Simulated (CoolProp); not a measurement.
Vapour-liquid equilibrium of hydrogen sulfide (1) + n-pentane (2) at 98.4 kPa; x and y are mole fractions of (1).

The numbers come from the multi-fluid Helmholtz-energy mixture model, Lemmon 2006 and Thol 2019; pair parameters Kunz 2012 in CoolProp.

```
x     bubble temperature, mixture model (K)  bubble temperature, Raoult's law (K)  y, mixture model  y, Raoult's law
----  -------------------------------------  ------------------------------------  ----------------  ---------------
0.05                                  276.1                                 281.3             0.723            0.662
0.15                                  240.9                                 255.8             0.960            0.910
0.25                                  226.6                                 243.0             0.986            0.961
0.35                                  220.2                                 234.9             0.992            0.980
0.45                                  217.4                                 229.1             0.994            0.988
0.55                                  216.4                                 224.6             0.995            0.993
0.65                                  215.9                                 221.0             0.995            0.996
0.75                                  215.5                                 218.0             0.995            0.998
0.85                                  214.6                                 215.5             0.996            0.999
0.95                                  213.2                                 213.3             0.998            1.000
```

The largest gap from Raoult's law is -16.4 K in bubble temperature, at x = 0.25. No azeotrope shows between x = 0.05 and 0.95.

Pair parameters are fitted to limited data, so mixtures are less certain than the pure fluids. With so large a gap from Raoult's law the liquid may split in two, which this calculation doesn't test in full.
